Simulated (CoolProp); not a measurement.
Dry air at 306.64 K and 8.28 MPa is compressed adiabatically to 42.5 MPa with isentropic efficiency 0.7. Each further row changes one setting.

The numbers come from the reference Helmholtz-energy equation of state, Lemmon 2000 in CoolProp. It is a pseudo-pure fit of the blend.

```tsv
case	work (kJ/kg)	final temperature (K)	final density (kg/m³)
as stated	287	567.4	217
efficiency 1	201	492.6	247
efficiency 0.65	309	586.8	210
```
